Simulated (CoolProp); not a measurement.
A single-stage vapour-compression cycle with R152A: evaporating at 274.15 K (dew point), condensing at 305.15 K (bubble point), superheat 0 K, subcooling 5 K, compressor efficiency 0.85, no pressure losses. Each further row changes one setting.

Values from CoolProp's reference Helmholtz-energy equation of state, Outcalt 1996. It is a modified Benedict-Webb-Rubin equation, recast in Helmholtz form.

```
case                              cooling COP  pressure ratio  discharge temperature (K)  refrigerating effect (kJ/kg)  volumetric capacity (kJ/m³)
--------------------------------  -----------  --------------  -------------------------  ----------------------------  ---------------------------
as stated                          (withheld)            2.67                      319.8                           260                         2250
evaporating temperature 279.15 K   (withheld)            2.24                      317.0                           264                         2700
condensing temperature 300.15 K          8.32            2.31                      312.8                           269                         2330
subcooling 10 K                          7.07            2.67                      319.8                           269                         2330
superheat 10 K                           6.78            2.67                 (withheld)                           271                         2240
compressor efficiency 0.75         (withheld)            2.67                      323.8                           260                         2250
```

Some entries are withheld; supply them.


- as stated, cooling COP: 6.83
- evaporating temperature 279.15 K, cooling COP: 8.44
- superheat 10 K, discharge temperature (K): 329.9
- compressor efficiency 0.75, cooling COP: 6.03
